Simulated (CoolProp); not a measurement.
Computed with CoolProp (reference Helmholtz-energy equation of state, Leachman 2009).

Q: For normal hydrogen, give the phase and the cv (kJ/(kg K)), speed of sound (m/s), Prandtl number at -182.75 °C and 5.25 bar; -143.95 °C and 5.25 bar.

A: 
- -182.75 °C and 5.25 bar: gas; cv 6.83, speed of sound 777, Prandtl number 0.672
- -143.95 °C and 5.25 bar: gas; cv 7.94, speed of sound 905, Prandtl number 0.684

Viscosity comes from a separate model (Muzny 2013). Thermal conductivity comes from a separate model (Assael 2011).
